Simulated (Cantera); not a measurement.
A freely propagating, adiabatic, planar premixed flame of CO : H2 : CH4 : O2 : N2 : H2O = 1 : 0.19 : 1 : 2.16 : 8.65 : 3.8 (molar parts), equivalence ratio 1.2, unburnt at 423 K and 750 Torr; mixture-averaged transport, grid criteria slope 0.08 and curve 0.16, no radiation.

Cantera simulation using GRI-Mech 3.0 (53 species, 325 reactions); the numbers are that mechanism's predictions, not measurements. Burning velocities carry a grid error of a few per cent, more on coarse grids.

Task: What does this change do: inlet temperature 423 to 550 K?

Result: 
```
quantity                     before      after
------------------------  ---------  ---------
laminar burning velocity  26.2 cm/s  51.5 cm/s
thermal thickness          0.819 mm   0.625 mm
peak x(H)                   0.00371    0.00499
peak x(CH3)                0.000878    0.00115
```

Task: What does this change do: inlet temperature 423 to 348 K?

Result: 
```
quantity                     before      after
------------------------  ---------  ---------
laminar burning velocity  26.2 cm/s  16.2 cm/s
thermal thickness          0.819 mm    1.01 mm
peak x(H)                   0.00371    0.00298
peak x(CH3)                0.000878   0.000729
```
